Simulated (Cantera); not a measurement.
Input (Python, Cantera) and output of one run.

```python
import numpy as np
import cantera as ct

gas_names = [...]  # 148 gases of nasa_gas.yaml made of Al, C, H, N, O
cond_names = """
    AL(cr) AL(L) ALN(s) AL2O3(a) AL2O3(L) C(gr) C6H6(L) C7H8(L) C8H18(L),n-octa H2O(s) H2O(L)
""".split()


# ... load() reads the species with a 1 bar reference pressure and builds the phases ...
atoms = {
    'Al(CH3)3': {'AL': 1, 'C': 3, 'H': 9},
    'N2O': {'N': 2, 'O': 1},
    'N2': {'N': 2},
    'NH3': {'N': 1, 'H': 3},
}
top_T = {'ALN(s)': 2750, 'C(gr)': 4500}  # K; cautious upper limits of use, not melting points


# ... equilibrate(T, P, feed) seeds the gas with the atoms and calls Mixture.equilibrate('TP', solver="vcs", rtol=1e-11, max_steps=5000) ...
results = []
feed = {'Al(CH3)3': 1, 'N2O': 0.77, 'N2': 1.7, 'NH3': 2}  # mol
T = 1900  # K
P = 100000  # Pa
mix = equilibrate(T, P, feed)
results.append((T, P, feed, dict(zip(mix.species_names, mix.species_moles))))
x = sorted(zip(gas.X, gas.species_names), reverse=True)
print(f"T = {T:g} K  P = {P:g} Pa  gas = {mix.phase_moles(0):.4g} mol")
print("   x: " + "  ".join(f"{s} {v:.3e}" for v, s in x if v > 1e-05))
print("   condensed (mol): " + ("  ".join(f"{mix.phase(i).name} {mix.phase_moles(i):.4g}"
      for i in range(1, mix.n_phases) if mix.phase_moles(i) > 1e-12) or "none"))
```

Result:

```
T = 1900 K  P = 100000 Pa  gas = 11.24 mol
   x: H2 6.640e-01  N2 2.621e-01  CO 6.849e-02  HCN 4.063e-03  H 6.466e-04  C2H2,acetylene 2.535e-04  CH4 2.478e-04  HNC 1.907e-04
   condensed (mol): ALN(s) 0.9999  C(gr) 2.174
```

Cantera equilibrium calculation (NASA polynomials, part measured and part estimated; ideal gas, pure solids and liquids). The feed counts by its element totals alone.
